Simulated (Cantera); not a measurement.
Input: 1 mol C2H5OH, 0.082 mol O2, 34 mol H2, at 698 K and 3.50 bar.

Cantera equilibrium calculation (NASA polynomials, part measured and part estimated; ideal gas, pure solids and liquids). Candidate condensed phases: C, C6H6, C7H8, C8H18, H2O; 110 gas species. Kinetics and transport are ignored.

Base state: H2 0.910, CH4 0.0571, H2O 0.0333 (mole fractions); condensed: gas only.

Q: What changes in the equilibrium state with this change: temperature from 698 K to 1548 K?

A: 
```json
[
 {"species": "H2", "before": "0.910", "after": "0.963"},
 {"species": "CO", "before": "5.08e-8", "after": "0.0306"},
 {"species": "CH4", "before": "0.0571", "after": "0.00665"},
 {"species": "H2O", "before": "0.0333", "after": "0.000127"},
 {"species": "H", "before": "<1e-9", "after": "1.61e-5"},
 {"species": "C2H2 (acetylene)", "before": "<1e-9", "after": "1.51e-5"},
 {"species": "C(graphite), mol", "before": "0", "after": "0.587"}
]
```
